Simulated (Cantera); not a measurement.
**Equilibrium for aluminium and copper etching: Cu + F2 + N2**

Feed: 1 mol Cu, a varied amount of F2, 14 mol N2, equilibrated at 527 °C and 0.503 Torr.

These are equilibrium values from Cantera (NASA tables, ideal gas, pure condensed phases), not measurements of a reactor. Candidate condensed phases: Cu, CuF2; 11 gas species. The numbers say what is thermodynamically allowed, not how fast it happens.

At 0.91 mol F2 the condensed part is Cu(s) + CuF2(s). From 1.1 mol F2 to 4.9 mol F2 the condensed part is CuF2(s). The main Cu-bearing gas is CuF at 0.91 mol F2 and CuF2 at 4.9 mol F2.

```tsv
n(F2) (mol)	x N2	x F2	x F	x NF3	x CuF	x CuF2	x NF2	n Cu(s)	n CuF2(s)
0.91	1.000	<1e-12	<1e-12	<1e-12	1.17e-5	8.05e-6	<1e-12	0.0899	0.910
1.1	0.987	0.00129	0.0115	6.24e-7	<1e-12	8.05e-6	4.80e-10	0	1.000
1.3	0.966	0.00713	0.0271	8.03e-6	<1e-12	8.05e-6	2.63e-9	0	1.000
1.5	0.947	0.0145	0.0386	2.30e-5	<1e-12	8.05e-6	5.29e-9	0	1.000
1.8	0.921	0.0264	0.0522	5.61e-5	<1e-12	8.05e-6	9.53e-9	0	1.000
2.1	0.898	0.0388	0.0632	9.83e-5	<1e-12	8.05e-6	1.38e-8	0	1.000
2.5	0.869	0.0552	0.0754	0.000164	<1e-12	8.05e-6	1.93e-8	0	1.000
3	0.837	0.0751	0.0880	0.000256	<1e-12	8.05e-6	2.58e-8	0	1.000
3.5	0.807	0.0943	0.0986	0.000353	<1e-12	8.05e-6	3.18e-8	0	1.000
4.1	0.774	0.116	0.109	0.000472	<1e-12	8.05e-6	3.83e-8	0	1.000
4.9	0.735	0.143	0.121	0.000630	<1e-12	8.05e-6	4.61e-8	0	1.000
```
x: gas mole fraction; n: condensed amount in mol.
